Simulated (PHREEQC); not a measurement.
4.4 g of hydrous ferric oxide (600 m²/g; 0.2 weak and 0.005 strong sites per Fe, Dzombak-Morel constants, diffuse double layer) in 1 kg of water with 0.01 mol/kgw of an inert sodium salt and 8.8e-05 mol ZnCl2 and 0.02 mol Ag2SO4, at 25 °C; the pH is set by adding NaOH or the inert anion's acid. Oxygen alone is held at its pressure in air (log pO2 = -0.68). No CO2 enters from the air. No solid was allowed to form.

The series has 17 steps of pH, from 3 to 9.

The numbers come from PHREEQC with the ion-association model, wateq4f.dat.

Question: Near which pH is half of the Zn sorbed, and on which side is more sorbed?

Answer: Near pH 6.0, with more sorbed at higher pH.

Along this series the solution becomes supersaturated in solids that the run did not let form, among them Cerargyrite, Ag2O. Species that the database lacks are ignored. The oxide is taken as insoluble; below pH 4 it would dissolve.
